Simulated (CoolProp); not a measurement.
Propylene along the isotherm 479 K: fugacity coefficient from the reference equation and from simpler models built on Tc = 364.2 K, pc = 4.555 MPa, ω = 0.146; each cubic takes its own stable root.

Values from CoolProp's reference Helmholtz-energy equation of state, Lemmon 2013.

| p (MPa) | phase | reference |
|---|---|---|
| 0.759 | gas | 0.9767 |
| 1.52 | gas | 0.9540 |
| 2.28 | gas | 0.9317 |
| 3.04 | gas | 0.9100 |
| 3.8 | gas | 0.8888 |
| 4.55 | gas | 0.8684 |
| 5.31 | supercritical | 0.8483 |
| 6.07 | supercritical | 0.8287 |
| 6.83 | supercritical | 0.8097 |

Task: How far does each simpler model (Redlich-Kwong, Soave-Redlich-Kwong) lie from the reference over these 9 states: mean and median of the absolute difference, and the worst?

Result: 
- Redlich-Kwong: mean 0.8 %, median 0.8 %, worst -1.5 % at 479 K and 6.83 MPa
- Soave-Redlich-Kwong: mean 0.8 %, median 0.8 %, worst +1.5 % at 479 K and 6.83 MPa
